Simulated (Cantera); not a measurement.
**Thermodynamics of abatement and gas-phase synthesis, feed HF + SO₂ + O₂ + H₂**

Input: 1 mol HF, 0.73 mol SO₂, 9.8 mol O₂, 5.4 mol H₂, at 1.00 bar.

These are equilibrium values from Cantera (NASA tables, ideal gas, pure condensed phases), not measurements of a reactor. Candidate condensed phases: H₂O, H₂SO₄, S; 43 gas species. Equilibrium is a limit: real reactors are often held back by kinetics, nucleation or transport.

```json
[
 {"T (°C)": "452", "log p O₂": "-0.31", "log p H₂O": "-0.41", "log p OH": "-9.77", "log p HF": "-1.14", "log p O": "<-12", "log p SO₂": "-3.38", "log p SO₃": "-1.33", "log p H": "<-12", "log p H₂": "<-12"},
 {"T (°C)": "652", "log p O₂": "-0.31", "log p H₂O": "-0.41", "log p OH": "-7.24", "log p HF": "-1.14", "log p O": "-11.03", "log p SO₂": "-1.91", "log p SO₃": "-1.40", "log p H": "<-12", "log p H₂": "-11.36"},
 {"T (°C)": "852", "log p O₂": "-0.30", "log p H₂O": "-0.42", "log p OH": "-5.61", "log p HF": "-1.15", "log p O": "-8.49", "log p SO₂": "-1.42", "log p SO₃": "-1.88", "log p H": "-11.79", "log p H₂": "-8.88"},
 {"T (°C)": "1052", "log p O₂": "-0.30", "log p H₂O": "-0.42", "log p OH": "-4.47", "log p HF": "-1.15", "log p O": "-6.71", "log p SO₂": "-1.32", "log p SO₃": "-2.46", "log p H": "-9.36", "log p H₂": "-7.14"},
 {"T (°C)": "1252", "log p O₂": "-0.30", "log p H₂O": "-0.42", "log p OH": "-3.63", "log p HF": "-1.15", "log p O": "-5.40", "log p SO₂": "-1.30", "log p SO₃": "-2.93", "log p H": "-7.55", "log p H₂": "-5.85"},
 {"T (°C)": "1452", "log p O₂": "-0.30", "log p H₂O": "-0.42", "log p OH": "-2.98", "log p HF": "-1.15", "log p O": "-4.39", "log p SO₂": "-1.29", "log p SO₃": "-3.30", "log p H": "-6.16", "log p H₂": "-4.86"},
 {"T (°C)": "1652", "log p O₂": "-0.30", "log p H₂O": "-0.42", "log p OH": "-2.47", "log p HF": "-1.15", "log p O": "-3.59", "log p SO₂": "-1.29", "log p SO₃": "-3.60", "log p H": "-5.05", "log p H₂": "-4.07"},
 {"T (°C)": "1852", "log p O₂": "-0.31", "log p H₂O": "-0.43", "log p OH": "-2.06", "log p HF": "-1.15", "log p O": "-2.93", "log p SO₂": "-1.29", "log p SO₃": "-3.84", "log p H": "-4.15", "log p H₂": "-3.43"},
 {"T (°C)": "2052", "log p O₂": "-0.31", "log p H₂O": "-0.44", "log p OH": "-1.72", "log p HF": "-1.16", "log p O": "-2.40", "log p SO₂": "-1.30", "log p SO₃": "-4.04", "log p H": "-3.41", "log p H₂": "-2.90"},
 {"T (°C)": "2252", "log p O₂": "-0.32", "log p H₂O": "-0.46", "log p OH": "-1.44", "log p HF": "-1.16", "log p O": "-1.95", "log p SO₂": "-1.30", "log p SO₃": "-4.22", "log p H": "-2.79", "log p H₂": "-2.47"},
 {"T (°C)": "2452", "log p O₂": "-0.34", "log p H₂O": "-0.49", "log p OH": "-1.22", "log p HF": "-1.17", "log p O": "-1.57", "log p SO₂": "-1.32", "log p SO₃": "-4.38", "log p H": "-2.26", "log p H₂": "-2.11"},
 {"T (°C)": "2652", "log p O₂": "-0.37", "log p H₂O": "-0.55", "log p OH": "-1.04", "log p HF": "-1.19", "log p O": "-1.25", "log p SO₂": "-1.35", "log p SO₃": "-4.55", "log p H": "-1.81", "log p H₂": "-1.82"}
]
```
log p: log10 of the partial pressure in bar; nothing condenses.

From 452 °C to 2652 °C nothing is condensed.
